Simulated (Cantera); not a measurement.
Feed: 1 mol Al(CH3)3, 25 mol NH3, 54 mol N2, 9 mol N2O, equilibrated at 1200 °C and 1.33 mbar.

Equilibrium computed with Cantera from the NASA thermochemical tables; the gas is ideal and each condensed phase is pure. Candidate condensed phases: Al, AlN, Al2O3, C, C6H6, C7H8, C8H18, H2O; 148 gas species. The feed counts by its element totals alone. Equilibrium is a limit: real reactors are often held back by kinetics, nucleation or transport.

Base state: N2 0.626, H2 0.312, H2O 0.0362, CO 0.0238, CO2 0.00111, H 0.000194 (mole fractions); condensed: Al2O3(s).

### Question
What changes in the equilibrium state with this change: temperature from 1200 °C to 552 °C?

### Answer
```tsv
species	before	after
N2	0.626	0.627
H2	0.312	0.318
H2O	0.0362	0.0309
CO2	0.00111	0.00642
CO	0.0238	0.0185
H	0.000194	<1e-9
Al2O3(s), mol	0.500	0.500
```

### Question
What changes in the equilibrium state with this change: temperature from 1200 °C to 1725 °C?

### Answer
```tsv
species	before	after
N2	0.626	0.619
H2	0.312	0.296
H2O	0.0362	0.0359
H	0.000194	0.0239
CO	0.0238	0.0240
O	<1e-9	1.70e-5
NO	8.66e-9	1.39e-5
OH	5.85e-7	0.000289
Al2O3(s), mol	0.500	0.500
```
